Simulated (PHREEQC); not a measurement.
A solution holds 0.071 mol HCl, 0.025 mol Al2(SO4)3 and 0.0013 mol Fe2(SO4)3 per kg of water, at 40 °C. It is in equilibrium with CO2 at log p = -3.5 (atm). Otherwise closed; pH follows from the charge balance.

The numbers come from PHREEQC with the ion-association model, phreeqc.dat.

### Question
The ionic strength comes out as 0.176 mol/kgw. What activity coefficients do AlHSO4+2, Al+3, FeHSO4+2, FeCl2+, Al(SO4)2- get?

### Answer
AlHSO4+2 0.31, Al+3 0.13, FeHSO4+2 0.31, FeCl2+ 0.74, Al(SO4)2- 0.73.

Precipitation was switched off in this run. Examples of supersaturated solids here: Hematite (slow to form), Goethite (slow to form). Others may be too. Constants without temperature data keep their 25 °C values here.
